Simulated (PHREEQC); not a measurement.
Make-up at 25 °C: 0.35 mol H2SO4, 0.00074 mol MnSO4 and 0.025 mol NiSO4 per kg of water. Closed to the air; pH follows from the charge balance.

Equilibrium calculation in PHREEQC: ion-association model, wateq4f.dat.

The pH is 0.55 and the ionic strength is 0.463 mol/kgw. The activity of water is 0.987 and the total alkalinity is -700 meq/kg.

```csv
species,molality,activity,log γ
H+,0.370,0.283,-0.115
HSO4-,0.330,0.222,-0.173
SO4-2,0.0380,0.00805,-0.674
Ni+2,0.0178,0.00510,-0.543
NiSO4,0.00719,0.00800,0.046
Mn+2,0.000557,0.000142,-0.593
MnSO4,0.000183,0.000204,0.046
Ni(SO4)2-2,1.21e-5,3.46e-6,-0.543
```

Precipitation was switched off in this run.
